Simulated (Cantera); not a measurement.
A perfectly stirred reactor is fed with CH4 : H2 : O2 : N2 : H2O = 1 : 0.88 : 2.6 : 8.05 : 0.27 (molar parts), equivalence ratio 0.94, at 9.87 atm; it is adiabatic with a 823 K inlet, and is followed from long to short residence time, starting on the burning branch (τ in s: 0.27, 0.065, 0.016, 0.0038, 0.00091, 0.00022, 5.2e-05, 1.3e-05, 3e-06).

Computed with Cantera and GRI-Mech 3.0 (53 species, 325 reactions).

**Question.** Predict: blow-out, bracketed by the residence times tried; x(CH4) at τ = 0.270 s; x(H2) at τ = 0.270 s; x(O2) at τ = 0.270 s; x(CO) at τ = 0.270 s; x(CO2) at τ = 0.270 s; x(CH4) at τ = 0.910 ms; x(H2) at τ = 0.910 ms; x(O2) at τ = 0.910 ms; x(CO) at τ = 0.910 ms; x(CO2) at τ = 0.910 ms.

**Answer.** 
* **blow-out, bracketed by the residence times tried**: burning at 3.00 µs, the shortest tried
* **x(CH4) at τ = 0.270 s**: 3.30e-8
* **x(H2) at τ = 0.270 s**: 0.00697
* **x(O2) at τ = 0.270 s**: 0.0162
* **x(CO) at τ = 0.270 s**: 0.0129
* **x(CO2) at τ = 0.270 s**: 0.0669
* **x(CH4) at τ = 0.910 ms**: 8.96e-6
* **x(H2) at τ = 0.910 ms**: 0.00727
* **x(O2) at τ = 0.910 ms**: 0.0183
* **x(CO) at τ = 0.910 ms**: 0.0135
* **x(CO2) at τ = 0.910 ms**: 0.0662
